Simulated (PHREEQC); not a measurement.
# Alkaline etch or developer (model solution)

Dissolve 0.0078 mol/kgw NaOH and 3.9e-05 mol/kgw K2SiO3 at 50 °C. Closed to the air; pH follows from the charge balance.

Model: ion-association model, wateq4f.dat, run in PHREEQC.

No solid was allowed to form.

Problem. Estimate the pH.

Solution. pH 11.13.

Problem. In which forms is Si present?

Solution. H3SiO4- 93 %, H2SiO4-2 4.6 %, H4SiO4 2.0 % of the Si.

At this temperature some constants are extrapolated from 25 °C, and those without enthalpy data are left unchanged.
